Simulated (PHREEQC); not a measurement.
Alkaline etch or developer: speciation

Consider water at 35 °C with 0.28 mol/kgw KOH and 0.0022 mol/kgw K2SiO3. Closed to the air; pH follows from the charge balance.

The numbers come from PHREEQC with the Pitzer model, pitzer.dat.

```json
{
  "pH": "13.01",
  "ionic_strength": "0.286 mol/kgw",
  "activity_of_water": "0.990",
  "specific_conductance": "71600 µS/cm",
  "density": "1.008 g/cm³",
  "osmotic_coefficient": "0.936",
  "total_alkalinity": "284 meq/kg"
}
```

```
species   molality  activity   log γ
--------  --------  --------  ------
K+           0.284     0.202  -0.149
OH-          0.280     0.213  -0.119
H2SiO4-2   0.00188  0.000262  -0.858
H3SiO4-   0.000315  0.000202  -0.192
H4SiO4     9.47e-8   9.63e-8   0.007
```

No solid was allowed to form. Complexes and solids missing from the database can't appear.
